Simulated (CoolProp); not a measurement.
Vapour-liquid equilibrium of isopentane (1) + toluene (2) at 0.457 MPa; x and y are mole fractions of (1).

The numbers come from the multi-fluid Helmholtz-energy mixture model, Lemmon 2006 and Lemmon 2006; pair parameters Bell 2016 in CoolProp.

Task: Give the bubble temperature and the first vapour's composition at x = 0.425, 0.5, 0.8. Is there an azeotrope?

Result: x = 0.425: 380.9 K, y = 0.858; x = 0.5: 375.5 K, y = 0.890; x = 0.8: 360.8 K, y = 0.963. No azeotrope shows between x = 0.05 and 0.95.

Pair parameters are fitted to limited data, so mixtures are less certain than the pure fluids.
